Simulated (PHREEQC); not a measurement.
Solution (30 °C): 0.081 mol CaCl2, 0.0002 mol CO2 and 0.00081 mol MgSO4 per kg of water. Closed to the air; pH follows from the charge balance.

All values are PHREEQC results (ion-association model, phreeqc.dat), not measurements.

No solid was allowed to form.

Question: Order these C species by the share of C that they hold, largest first: CO2, HCO3-, CaHCO3+.

Answer: CO2 (93 %), HCO3- (5.5 %), CaHCO3+ (1.8 %)

Question: Order these S species by the share of S that they hold, largest first: MgSO4, CaSO4, SO4-2.

Answer: CaSO4 (53 %), SO4-2 (46 %), MgSO4 (0.82 %)

The pH is 4.94 and the ionic strength 0.244 mol/kgw.
